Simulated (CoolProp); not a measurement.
Vapour-liquid equilibrium of R22 (1) + C3F8 (R218) (2) at 272.6 K; x and y are mole fractions of (1).

Model: multi-fluid Helmholtz-energy mixture model, Kamei 1995 and Lemmon 2006; pair parameters Bell 2016, in CoolProp.

```tsv
x	bubble pressure, mixture model (MPa)	bubble pressure, Raoult's law (MPa)	y, mixture model	y, Raoult's law
0.05	0.4447	0.4112	0.117	0.059
0.2	0.5306	0.4235	0.343	0.231
0.35	___	0.4358	0.472	0.393
0.5	___	0.4481	0.558	0.546
0.65	___	0.4604	___	0.691
0.8	0.5912	0.4727	0.717	0.828
0.95	0.5308	0.4850	0.888	0.958
```

Question: What belongs in the gaps?

Answer: 
- 0.35, bubble pressure, mixture model (MPa): 0.5801
- 0.5, bubble pressure, mixture model (MPa): 0.6030
- 0.65, bubble pressure, mixture model (MPa): 0.6070
- 0.65, y, mixture model: 0.630

The largest gap from Raoult's law is +34.6 % in bubble pressure, at x = 0.5. y crosses x between x = 0.5 and 0.65: the model has an azeotrope there.

Pair parameters are fitted to limited data, so mixtures are less certain than the pure fluids.
